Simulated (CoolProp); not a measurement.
Saturation properties of vinyl chloride (Tc = 425.0 K, pc = 5.600 MPa, ω = 0.160).

Computed with CoolProp (reference Helmholtz-energy equation of state, Thol 2022).

| T (K) | p (MPa) | liquid density (kg/m³) | vapour density (kg/m³) | enthalpy of vaporisation (kJ/kg) | liquid cp (kJ/(kg K)) |
|---|---|---|---|---|---|
| 214.4 | 0.01009 | 1049 | 0.3557 | 391.3 | 1.482 |
| 238.5 | 0.03958 | 1007 | 1.266 | 371.9 | 1.473 |
| 262.7 | 0.1165 | 964.0 | 3.443 | 352.5 | 1.483 |
| 286.9 | 0.2782 | 920.3 | 7.750 | 332.2 | 1.512 |
| 311 | 0.5697 | 874.5 | 15.27 | 310.2 | 1.561 |
| 335.2 | 1.046 | 824.7 | 27.62 | 284.9 | 1.641 |
| 359.3 | 1.763 | 768.7 | 47.22 | 254.5 | 1.778 |
| 383.5 | 2.794 | 699.9 | 79.59 | 214.6 | 2.074 |
| 407.7 | 4.233 | 599.6 | 142.1 | 152.7 | 3.121 |

It boils at 259.3 K under 1 atm.
